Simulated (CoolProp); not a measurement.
Saturation properties of R365MFC.

Model: reference Helmholtz-energy equation of state, Lemmon 2016, in CoolProp.

```tsv
T (°C)	p (kPa)	vapour density (kg/m³)	liquid cp (kJ/(kg K))
31.05	72.09	4.378	1.389
40.05	100.8	6.006	1.408
49.15	138.4	8.108	1.428
58.25	186.1	10.76	1.449
67.35	?	14.05	1.471
76.45	319.0	18.11	1.495
85.45	407.0	?	1.521
94.55	513.7	29.01	1.550
103.65	640.4	36.29	1.582
112.75	789.5	45.09	1.619
121.75	961.5	55.64	1.662
130.85	1163	68.65	1.715
139.95	1396	84.69	1.781
149.05	1663	104.8	1.872
158.15	1970	130.8	?
```

### Question
Fill in the missing entries.

### Answer

- 67.35, p (kPa): 245.7
- 85.45, vapour density (kg/m³): 23.00
- 158.15, liquid cp (kJ/(kg K)): 2.007

It boils at 40.2 °C under 1 atm.
